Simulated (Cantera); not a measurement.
Charge: 1 mol Si2H6, 25 mol NO, 74 mol H2, equilibrated at 1477 °C and 1.33 mbar.

These are equilibrium values from Cantera (NASA tables, ideal gas, pure condensed phases), not measurements of a reactor. Candidate condensed phases: H2O, Si, SiO2, Si2N2O, Si3N4; 35 gas species. The feed counts by its element totals alone. The tables hold silica as quartz up to 1696 K and as liquid above; real silica turns to tridymite and cristobalite and melts near 1996 K. Equilibrium is a limit: real reactors are often held back by kinetics, nucleation or transport.

Base state: H2 0.619, H2O 0.235, N2 0.139, H 0.00501, SiO 0.00159, OH 0.000112 (mole fractions); condensed: SiO2(condensed).

Question: What changes in the equilibrium state with this change: pressure from 1.33 mbar to 21.0 Pa?

Answer: 
```json
[
 {"species": "H2", "before": "0.619", "after": "0.600"},
 {"species": "H2O", "before": "0.235", "after": "0.240"},
 {"species": "N2", "before": "0.139", "after": "0.137"},
 {"species": "SiO", "before": "0.00159", "after": "0.00956"},
 {"species": "H", "before": "0.00501", "after": "0.0124"},
 {"species": "OH", "before": "0.000112", "after": "0.000292"},
 {"species": "SiO2(condensed), mol", "before": "1.86", "after": "1.13"}
]
```
